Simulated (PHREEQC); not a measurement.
Dissolve 0.0047 mol HCl and 0.033 mol MnSO4 per kg of water at 10 °C. It is in equilibrium with CO2 at log p = -2 (atm). Otherwise closed; pH follows from the charge balance.

The numbers come from PHREEQC with the ion-association model, wateq4f.dat.

Task: The ionic strength comes out as 0.0924 mol/kgw. What activity coefficients do Mn+2, SO4-2, Cl-, MnCl+, H+ get?

Result: Mn+2 0.42, SO4-2 0.39, Cl- 0.77, MnCl+ 0.79, H+ 0.83.

No solid was allowed to form. Complexes and solids missing from the database can't appear. At this temperature some constants are extrapolated from 25 °C, and those without enthalpy data are left unchanged.
